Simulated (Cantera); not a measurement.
A closed system holds: 1 mol SiO2, 4.7 mol HBr, equilibrated at 75.0 Torr.

Method: chemical equilibrium by Gibbs-energy minimisation in Cantera with the NASA 1993 tables (ideal gas, pure condensed phases). Candidate condensed phases: Br2, H2O, Si, SiO2; 28 gas species. The tables hold silica as quartz up to 1696 K and as liquid above; real silica turns to tridymite and cristobalite and melts near 1996 K. Equilibrium is a limit: real reactors are often held back by kinetics, nucleation or transport.

x: gas mole fraction; n: condensed amount in mol.

```
T (°C)  x HBr      x Br      x H2     x Br2  n SiO2(α-quartz)  n SiO2(β-quartz)
------  -----  --------  --------  --------  ----------------  ----------------
525     1.000   1.04e-5  0.000133  0.000128             1.000                 0
625     0.999   8.26e-5  0.000342  0.000301                 0             1.000
725     0.998  0.000421  0.000775  0.000564                 0             1.000
825     0.996       ___       ___       ___                 0             1.000
925     0.991       ___       ___       ___                 0             1.000
1025    0.982    0.0101   0.00640   0.00135                 0             1.000
1125    0.966    0.0204    0.0117   0.00148                 0             0.999
```

Task: Complete the blanks.

Result: 
- 825, x Br: 0.00153
- 825, x H2: 0.00164
- 825, x Br2: 0.000871
- 925, x Br: 0.00433
- 925, x H2: 0.00332
- 925, x Br2: 0.00115
